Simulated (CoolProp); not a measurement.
Propylene at 298.15 K and 0.382 MPa flows at 2.3 m/s in a round tube of 100 mm bore and 15 µm roughness, fully developed (64/Re and Nu = 3.66 if laminar; Colebrook and Gnielinski if turbulent). Each further row changes one setting.

Model: reference Helmholtz-energy equation of state, Lemmon 2013, in CoolProp.

```tsv
case	Reynolds number	Darcy friction factor	pressure drop (Pa/m)	heat-transfer coefficient (W/(m² K))	mass flow (kg/h)
as stated	185000	0.0170	3.08	58.6	447
velocity 4.6 m/s	369000	0.0155	11.2	107	894
diameter 200 mm	369000	0.0147	1.34	50.8	1790
```

Viscosity comes from a separate model (Huber 2003), an estimate that may be off by 10 % or more. Thermal conductivity comes from a separate model (Huber 2003), an estimate that may be off by 10 % or more.
